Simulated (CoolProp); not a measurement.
Vapour-liquid equilibrium of carbon dioxide (1) + C2F6 (R116) (2) at 0.615 MPa; x and y are mole fractions of (1).

Model: multi-fluid Helmholtz-energy mixture model, Span 1996 and Lemmon 2006; pair parameters Bell 2016, in CoolProp.

Task: Give the bubble temperature and the first vapour's composition at x = 0.35, 0.8, 0.95. Is there an azeotrope?

Result: x = 0.35: 219.7 K, y = 0.605; x = 0.8: 216.9 K, y = 0.759; x = 0.95: 218.6 K, y = 0.886. y crosses x between x = 0.65 and 0.8: the model has an azeotrope there.

Pair parameters are fitted to limited data, so mixtures are less certain than the pure fluids.
